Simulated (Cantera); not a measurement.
Charge: 1 mol LiOH, 16 mol O2, held at 627 °C and 13300 Pa.

Cantera equilibrium calculation (NASA polynomials, part measured and part estimated; ideal gas, pure solids and liquids). Candidate condensed phases: H2O, Li, LiH, LiOH, Li2O; 17 gas species. Condensed phases not in the tables: the peroxide. Kinetics and transport are ignored.

Base state: O2 0.970, H2O 0.0303 (mole fractions); condensed: Li2O(s).

### Question
What changes in the equilibrium state with this change: LiOH replaced by MgSO4?

### Answer
| species | before | after |
|---|---|---|
| O2 | 0.970 | 1.000 |
| H2O | 0.0303 | 0 |
| Li2O(s), mol | 0.500 | 0 |
| MgSO4(s), mol | 0 | 1.000 |
Further candidate phases: Mg, MgO, MgS, MgSO4, S.
